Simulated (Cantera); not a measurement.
A diamond (100) surface in a fixed gas of H2 with x(CH4) = 0.017, x(H) = 0.014, x(CH3) = 3.4e-05, at 1375 K; coverages are run to steady state.

Computed with Cantera and the Harris–Goodwin 1993 mechanism for the reconstructed diamond (100) surface.

θ: site fractions in the mechanism's names (c6HH fully hydrogenated, c6H* and c6*H radical sites, c6** diradical, c6HM methylated).

```
P (Pa)  growth (µm/h)  θ c6HH  θ c6H*  θ c6*H  θ c6**
------  -------------  ------  ------  ------  ------
690        (withheld)   0.341  0.0572   0.542  0.0593
1000       (withheld)   0.341  0.0572   0.542  0.0593
1500       (withheld)   0.341  0.0572   0.542  0.0593
2200       (withheld)   0.341  0.0572   0.542  0.0593
3300       (withheld)   0.341  0.0572   0.542  0.0593
4900       (withheld)   0.341  0.0573   0.542  0.0593
7300       (withheld)   0.341  0.0573   0.542  0.0593
11000      (withheld)   0.341  0.0574   0.542  0.0594
```

### Question
Complete the blanks.

### Answer

- 690, growth (µm/h): 0.0389
- 1000, growth (µm/h): 0.0633
- 1500, growth (µm/h): 0.106
- 2200, growth (µm/h): 0.172
- 3300, growth (µm/h): 0.285
- 4900, growth (µm/h): 0.473
- 7300, growth (µm/h): 0.802
- 11000, growth (µm/h): 1.41
